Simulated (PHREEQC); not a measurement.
Leach liquor (model solution)

Solution (25 °C): 59 mmol/kgw HCl, 0.44 mmol/kgw LiCl and 2.5 mmol/kgw Fe2(SO4)3. Closed to the air; pH follows from the charge balance.

Computed with PHREEQC (ion-association model, wateq4f.dat).

| Item | Result |
|---|---|
| pH | 1.33 |
| ionic strength | 0.0714 mol/kgw |
| total alkalinity | -69.0 meq/kg |

| species | molality | activity | log γ |
|---|---|---|---|
| Cl- | 0.0584 | 0.0460 | -0.103 |
| H+ | 0.0552 | 0.0463 | -0.076 |
| HSO4- | 0.00336 | 0.00268 | -0.098 |
| FeSO4+ | 0.00213 | 0.00171 | -0.095 |
| SO4-2 | 0.00144 | 0.000596 | -0.382 |
| Fe+3 | 0.00127 | 0.000262 | -0.685 |
| FeCl+2 | 0.000872 | 0.000364 | -0.379 |
| FeHSO4+2 | 0.000517 | 0.000212 | -0.386 |
| Li+ | 0.000439 | 0.000357 | -0.089 |
| FeCl2+ | 9.36e-5 | 7.49e-5 | -0.097 |
| FeOH+2 | 8.72e-5 | 3.64e-5 | -0.379 |
| Fe(SO4)2- | 2.79e-5 | 2.23e-5 | -0.097 |
| Fe2(OH)2+4 | 1.26e-6 | 3.57e-8 | -1.546 |
| LiSO4- | 1.16e-6 | 9.29e-7 | -0.095 |

This is a speciation only: nothing precipitates in the calculation. Saturation is exceeded, for instance for Hematite (slow to form), Goethite (slow to form); the values hold only as long as no solid forms. Complexes and solids missing from the database can't appear.
